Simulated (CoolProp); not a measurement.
A closed Brayton cycle with carbon dioxide: compressor inlet 308.15 K and 9.5 MPa, high pressure 27.8 MPa, turbine inlet 985 K, compressor efficiency 0.85, turbine efficiency 0.85, recuperator effectiveness 0.95 (on enthalpy, no pinch check). Each further row changes one setting.

Values from CoolProp's reference Helmholtz-energy equation of state, Span 1996.

```tsv
case	thermal efficiency (%)	net work (kJ/kg)	compressor to turbine work	compressor exit (K)	turbine exit (K)
as stated	41.8	133	0.18	338.1	849.0
turbine inlet 935 K	40.5	124	0.19	338.1	803.5
compressor inlet 318.15 K	40.7	121	0.25	379.3	849.0
high pressure 23.6 MPa	40.1	116	0.16	332.6	869.0
recuperator effectiveness 0.5	22.1	133	0.18	338.1	849.0
```
